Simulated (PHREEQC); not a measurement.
A solution holds 0.0093 mol/kgw KOH and 0.00021 mol/kgw CuSO4, at 25 °C. Closed to the air; pH follows from the charge balance.

Equilibrium calculation in PHREEQC: ion-association model, wateq4f.dat.

Precipitation was switched off in this run.

### Question
Predict the pH.

### Answer
pH 11.90.

### Question
In which forms is S present?

### Answer
SO4-2 96 %, KSO4- 4.2 % of the S.

Examples of supersaturated solids here: Cu(OH)2, Tenorite (slow to form). Others may be too. The database's constant for dissolved Cu(OH)2 is higher than later reviews accept.
